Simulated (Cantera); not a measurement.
## Low-pressure radical oxidation in H2/O2

An isothermal, constant-pressure homogeneous reactor starts with H₂ : O₂ : H₂O = 0.24 : 1 : 0.0017 (molar parts), at 1175 K and 0.00957 atm.

Detailed kinetics in Cantera: the H2/O2 subset of GRI-Mech 3.0, which has no nitrogen chemistry. Radical loss at walls, strong at low pressure, is not modelled. The temperature is held fixed by assumption; the heat of reaction is taken as removed at once.

```json
[
 {"t (s)": "9.00e-6", "x H₂": "0.193", "x O₂": "0.805", "x HO₂": "5.78e-10", "x H₂O": "0.00137", "x O": "3.06e-11", "x H₂O₂": "<1e-12", "x OH": "2.88e-11"},
 {"t (s)": "3.69e-5", "x H₂": "0.193", "x O₂": "0.805", "x HO₂": "2.37e-9", "x H₂O": "0.00137", "x O": "4.44e-10", "x H₂O₂": "<1e-12", "x OH": "3.58e-10"},
 {"t (s)": "0.000152", "x H₂": "0.193", "x O₂": "0.805", "x HO₂": "9.74e-9", "x H₂O": "0.00137", "x O": "6.42e-9", "x H₂O₂": "6.71e-12", "x OH": "3.99e-9"},
 {"t (s)": "0.000622", "x H₂": "0.193", "x O₂": "0.805", "x HO₂": "4.37e-8", "x H₂O": "0.00137", "x O": "7.78e-7", "x H₂O₂": "1.16e-10", "x OH": "4.49e-7"},
 {"t (s)": "0.00255", "x H₂": "0.0133", "x O₂": "0.701", "x HO₂": "6.40e-6", "x H₂O": "0.142", "x O": "0.0635", "x H₂O₂": "2.50e-7", "x OH": "0.0103"},
 {"t (s)": "0.0105", "x H₂": "0.00661", "x O₂": "0.723", "x HO₂": "6.92e-6", "x H₂O": "0.172", "x O": "0.0507", "x H₂O₂": "2.31e-7", "x OH": "0.00785"},
 {"t (s)": "0.0430", "x H₂": "0.00179", "x O₂": "0.770", "x HO₂": "6.30e-6", "x H₂O": "0.207", "x O": "0.0123", "x H₂O₂": "3.01e-7", "x OH": "0.00416"},
 {"t (s)": "0.176", "x H₂": "0.000105", "x O₂": "0.783", "x HO₂": "1.75e-6", "x H₂O": "0.215", "x O": "0.000708", "x H₂O₂": "1.42e-7", "x OH": "0.00101"},
 {"t (s)": "0.724", "x H₂": "7.40e-6", "x O₂": "0.784", "x HO₂": "2.14e-7", "x H₂O": "0.215", "x O": "5.10e-5", "x H₂O₂": "3.63e-8", "x OH": "0.000271"},
 {"t (s)": "2.97", "x H₂": "9.46e-7", "x O₂": "0.784", "x HO₂": "3.43e-8", "x H₂O": "0.215", "x O": "6.64e-6", "x H₂O₂": "9.14e-9", "x OH": "9.79e-5"},
 {"t (s)": "12.2", "x H₂": "1.69e-7", "x O₂": "0.785", "x HO₂": "1.03e-8", "x H₂O": "0.215", "x O": "1.20e-6", "x H₂O₂": "2.33e-9", "x OH": "4.16e-5"},
 {"t (s)": "50.0", "x H₂": "3.87e-8", "x O₂": "0.785", "x HO₂": "9.77e-9", "x H₂O": "0.215", "x O": "2.76e-7", "x H₂O₂": "6.56e-10", "x OH": "1.99e-5"}
]
```
x: mole fraction; the columns are a selection and need not sum to one.

Equilibrium at this temperature and pressure: H₂ 1.86e-8, O₂ 0.785, HO₂ 1.25e-8, H₂O 0.215, O 1.32e-7, H₂O₂ 3.58e-10, OH 1.38e-5 (gas phase only).
